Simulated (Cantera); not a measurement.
Thermodynamics of silicon epitaxy and polysilicon growth, feed Si3H8 + Cl2 + H2

Input: 1 mol Si3H8, 0.22 mol Cl2, a varied amount of H2, equilibrated at 1573.15 K and 0.00250 bar.

These are equilibrium values from Cantera (NASA tables, ideal gas, pure condensed phases), not measurements of a reactor. Candidate condensed phases: Si; 19 gas species. The feed counts by its element totals alone. The tables' values for SiCl, SiCl3 are old estimates; treat these amounts as uncertain. Kinetics and transport are ignored.

```csv
n(H2) (mol),x H2,x HCl,x SiCl2,x H,x Cl,n Si(s)
5.6,0.959,0.0357,0.00450,0.000798,2.36e-5,2.96
8.4,0.967,0.0289,0.00293,0.000801,1.90e-5,2.96
13,0.975,0.0221,0.00170,0.000804,1.45e-5,2.97
19,0.981,0.0169,0.000990,0.000807,1.11e-5,2.98
29,0.986,0.0122,0.000511,0.000809,7.95e-6,2.98
43,0.990,0.00878,0.000263,0.000810,5.71e-6,2.99
65,0.993,0.00609,0.000127,0.000812,3.96e-6,2.99
98,0.995,0.00418,5.94e-5,0.000812,2.71e-6,2.99
```
x: gas mole fraction; n: condensed amount in mol.

From 5.6 mol H2 to 98 mol H2 the condensed part is Si(s). The main Si-bearing gas is SiCl2 throughout. The share of Si in condensed phases is highest at 98 mol H2 (99.7 %) and lowest at 5.6 mol H2 (98.5 %).
